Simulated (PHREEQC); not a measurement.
Model water analysis in mg/kgw, 40 °C, pH 6.34: Na 2660; K 353; Ca 131; Mg 111; Cl 4510; S(6) as SO4 491; Alkalinity as HCO3 0.00324; Si as SiO2 2.41; B 0.166.

Cl is adjusted to close the charge balance.
Valence states are taken as typed.

Computed with PHREEQC (Pitzer model, pitzer.dat).

Each row changes one thing in this solution. No solid was allowed to form.

```json
[
 {"case": "as made", "HCO3- (mol/kgw)": "5.76e-7", "CO2 (mol/kgw)": "4.03e-7", "HSO4- (mol/kgw)": "1.07e-7", "H3SiO4- (mol/kgw)": "3.13e-8", "MgOH+ (mol/kgw)": "1.91e-8", "CO3-2 (mol/kgw)": "2.37e-10", "SI of Gypsum (CaSO4:2H2O)": "-1.32", "SI of Halite (NaCl)": "-3.68"},
 {"case": "pH from 6.34 to 5.84 at the same alkalinity", "HCO3- (mol/kgw)": "(withheld)", "CO2 (mol/kgw)": "4.86e-6", "HSO4- (mol/kgw)": "3.39e-7", "H3SiO4- (mol/kgw)": "9.90e-9", "MgOH+ (mol/kgw)": "6.05e-9", "CO3-2 (mol/kgw)": "(withheld)", "SI of Gypsum (CaSO4:2H2O)": "-1.32", "SI of Halite (NaCl)": "-3.68"},
 {"case": "pH from 6.34 to 5.5 at the same alkalinity", "HCO3- (mol/kgw)": "4.84e-6", "CO2 (mol/kgw)": "2.34e-5", "HSO4- (mol/kgw)": "7.41e-7", "H3SiO4- (mol/kgw)": "4.52e-9", "MgOH+ (mol/kgw)": "2.76e-9", "CO3-2 (mol/kgw)": "2.88e-10", "SI of Gypsum (CaSO4:2H2O)": "-1.32", "SI of Halite (NaCl)": "-3.68"},
 {"case": "Ca from 131 to 393 mg/kgw", "HCO3- (mol/kgw)": "5.59e-7", "CO2 (mol/kgw)": "3.85e-7", "HSO4- (mol/kgw)": "9.54e-8", "H3SiO4- (mol/kgw)": "3.22e-8", "MgOH+ (mol/kgw)": "1.88e-8", "CO3-2 (mol/kgw)": "(withheld)", "SI of Gypsum (CaSO4:2H2O)": "-0.90", "SI of Halite (NaCl)": "-3.65"},
 {"case": "all concentrations times 2 at the same typed pH", "HCO3- (mol/kgw)": "(withheld)", "CO2 (mol/kgw)": "3.58e-7", "HSO4- (mol/kgw)": "1.55e-7", "H3SiO4- (mol/kgw)": "7.27e-8", "MgOH+ (mol/kgw)": "3.07e-8", "CO3-2 (mol/kgw)": "3.19e-10", "SI of Gypsum (CaSO4:2H2O)": "-0.97", "SI of Halite (NaCl)": "(withheld)"}
]
```

**Question.** Some entries are withheld; supply them.

**Answer.** 
- pH from 6.34 to 5.84 at the same alkalinity, HCO3- (mol/kgw): 2.20e-6
- pH from 6.34 to 5.84 at the same alkalinity, CO3-2 (mol/kgw): 2.86e-10
- Ca from 131 to 393 mg/kgw, CO3-2 (mol/kgw): 2.50e-10
- all concentrations times 2 at the same typed pH, HCO3- (mol/kgw): 5.82e-7
- all concentrations times 2 at the same typed pH, SI of Halite (NaCl): -3.13

Away from 25 °C the constants follow the database's enthalpies or fits; those with neither stay at their 25 °C values.
